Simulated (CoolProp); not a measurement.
The numbers come from the reference Helmholtz-energy equation of state, Kamei 1995 in CoolProp.

Question: Give the vapour pressure (kPa), enthalpy of vaporisation (kJ/kg), vapour Z of saturated R22 at 211.8, 278, 304.5 K.

Answer: 
| T (K) | p (kPa) | enthalpy of vaporisation (kJ/kg) | vapour Z |
|---|---|---|---|
| 211.8 | 34.7 | 246 | 0.983 |
| 278 | 581 | 201 | 0.881 |
| 304.5 | 1230 | 176 | 0.802 |
